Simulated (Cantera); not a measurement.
Predominance diagram of Sr at 1775 K against the partial pressures of O₂ and Cl₂ (log10, bar). Source: NASA polynomial tables (part measured, part estimated), evaluated in Cantera. Candidates: Sr(l), SrCl₂(l), SrO(s). Only these pure phases compete in this equilibrium. Not in the tables: the peroxide, oxide halides.

### Question
Which phase is stable at these pairs, and which metal-bearing vapour leads over it? (-8.6, -6.3); (-5.5, -4.8); (-2.3, -6.3); (-5.1, -15.8); (0, -1.6); (-0.4, -4.8); (-7.4, 0)

### Answer
```tsv
log p(O₂)	log p(Cl₂)	phase	chief vapour	log p (bar)
-8.6	-6.3	SrCl₂(l)	SrCl₂	-1.8
-5.5	-4.8	SrCl₂(l)	SrCl₂	-1.8
-2.3	-6.3	SrO(s)	SrCl₂	-2.0
-5.1	-15.8	SrO(s)	SrO	-8.7
0	-1.6	SrCl₂(l)	SrCl₂	-1.8
-0.4	-4.8	SrCl₂(l)	SrCl₂	-1.8
-7.4	0	SrCl₂(l)	SrCl₂	-1.8
```
